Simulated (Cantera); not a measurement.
Cantera run, input and output.

```python
import numpy as np
import cantera as ct

gas = ct.Solution("gri30.yaml")
gas.TPX = 698, 63000, {'CH4': 1, 'O2': 1.54, 'N2': 6.92, 'H2O': 0.41}
flame = ct.FreeFlame(gas, width=0.055)
flame.set_refine_criteria(ratio=3, slope=0.08, curve=0.16)
flame.transport_model = "mixture-averaged"
flame.solve(loglevel=0, auto=True)
z, T = flame.grid, flame.T
thick = (T[-1] - T[0]) / np.gradient(T, z).max()
show = ['CH4', 'O2', 'H2O', 'CH3', 'CO', 'C2H6']
print(f"laminar burning velocity  {flame.velocity[0] * 100:.3f} cm/s")
print(f"burnt temperature         {T[-1]:.1f} K")
print(f"thermal thickness         {thick * 1e3:.4f} mm")
print(f"grid points               {len(z)}")
z0 = z[flame.heat_release_rate.argmax()]
print(f"{'z/mm':>9s}{'T/K':>9s}{'u/(m/s)':>9s}" + "".join(f"{s:>11s}" for s in show))
rows = []
for k in (-3, -2, -1.5, -1, -0.5, -0.25, 0, 0.25, 0.5, 1, 2, 4, 8):
    zz = z0 + k * thick
    rows.append([k * thick, np.interp(zz, z, T), np.interp(zz, z, flame.velocity),
                 *(np.interp(zz, z, flame.X[gas.species_index(s)]) for s in show)])
    print(f"{rows[-1][0] * 1e3:9.3f}{rows[-1][1]:9.1f}{rows[-1][2]:9.3f}" + "".join(f"{x:11.3e}" for x in rows[-1][3:]))
```

Result:

```
laminar burning velocity  104.520 cm/s
burnt temperature         2121.8 K
thermal thickness         0.6740 mm
grid points               146
     z/mm      T/K  u/(m/s)        CH4         O2        H2O        CH3         CO       C2H6
   -2.022    698.4    1.048  1.010e-01  1.556e-01  4.151e-02  7.578e-08  8.420e-06  1.538e-07
   -1.348    702.8    1.060  1.001e-01  1.546e-01  4.207e-02  9.121e-07  1.131e-04  3.453e-06
   -1.011    717.8    1.087  9.843e-02  1.530e-01  4.406e-02  4.124e-06  5.069e-04  2.093e-05
   -0.674    800.9    1.226  9.135e-02  1.460e-01  5.410e-02  3.538e-05  3.140e-03  2.014e-04
   -0.337   1170.8    1.825  6.190e-02  1.127e-01  9.437e-02  7.557e-04  1.892e-02  1.378e-03
   -0.169   1510.1    2.382  3.325e-02  7.565e-02  1.311e-01  2.859e-03  3.779e-02  1.189e-03
    0.000   1813.5    2.886  8.804e-03  3.574e-02  1.654e-01  3.128e-03  5.678e-02  1.323e-04
    0.169   1953.8    3.114  1.023e-03  1.293e-02  1.824e-01  7.895e-04  6.143e-02  1.931e-06
    0.337   1991.4    3.167  7.746e-05  4.886e-03  1.868e-01  8.519e-05  5.737e-02  1.339e-08
    0.674   2011.3    3.187  4.934e-07  1.725e-03  1.864e-01  7.009e-07  5.130e-02  7.977e-13
    1.348   2030.2    3.209  3.662e-10  1.131e-03  1.861e-01  6.623e-10  4.880e-02  2.702e-18
    2.696   2053.5    3.241  8.295e-14  7.686e-04  1.876e-01  1.707e-13  4.863e-02  3.308e-22
    5.392   2078.7    3.276  2.471e-14  4.269e-04  1.897e-01  4.759e-14  4.883e-02  1.394e-26
```

Model: GRI-Mech 3.0 (53 species, 325 reactions), integrated in Cantera. Burning velocities carry a grid error of a few per cent, more on coarse grids.
